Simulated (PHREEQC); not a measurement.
A PHREEQC speciation (ion-association model, phreeqc.dat) at 64 °C gives pH 6.62 and these molalities:

```csv
species,mol/kgw
Ca+2,0.00880
SO4-2,0.00880
CaSO4,0.00420
```

Q: What are the element totals, and what could have been dissolved in 1 kg of water to give them?

A: Several could match; the one computed here: totals Ca 0.0130, S(6) 0.0130 mol/kgw, from 0.013 mol CaSO4 per kg of water.

No solid was allowed to form. Species that the database lacks are ignored. At this temperature some constants are extrapolated from 25 °C, and those without enthalpy data are left unchanged.
